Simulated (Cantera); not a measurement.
Input: 1 mol SiO2, 0.25 mol C, 0.012 mol H2, equilibrated at 0.000530 bar.

These are equilibrium values from Cantera (NASA tables, ideal gas, pure condensed phases), not measurements of a reactor. Candidate condensed phases: C, C6H6, C7H8, C8H18, H2O, Si, SiC, SiO2; 146 gas species. Ions and electrons are included (thermal ionisation). Rates play no part. All values below are at 4250 K.

Base state: O 0.545, Si 0.274, CO 0.0876, SiO 0.0705, H 0.00844, Si+ 0.00732, e- 0.00732, C 0.000292 (mole fractions); condensed: gas only.

Problem. What changes in the equilibrium state with this change: C from 0.25 to 0.028 mol?

Solution. 
```csv
species,before,after
O,0.545,0.620
Si,0.274,0.268
SiO,0.0705,0.0787
CO,0.0876,0.00989
C,0.000292,2.90e-5
O2,2.86e-5,3.70e-5
e-,0.00732,0.00725
```

Problem. What changes in the equilibrium state with this change: SiO2 replaced by MgO?

Solution. 
```
species    before     after
-------  --------  --------
Mg              0     0.444
O           0.545     0.359
CO         0.0876     0.119
Si          0.274         0
SiO        0.0705         0
Mg+             0    0.0334
e-        0.00732    0.0334
H         0.00844    0.0115
Si+       0.00732         0
MgO             0   1.77e-5
O2        2.86e-5   1.24e-5
C        0.000292  0.000601
```
Further candidate phases: Mg, MgCO3, MgO, Mg(OH)2.
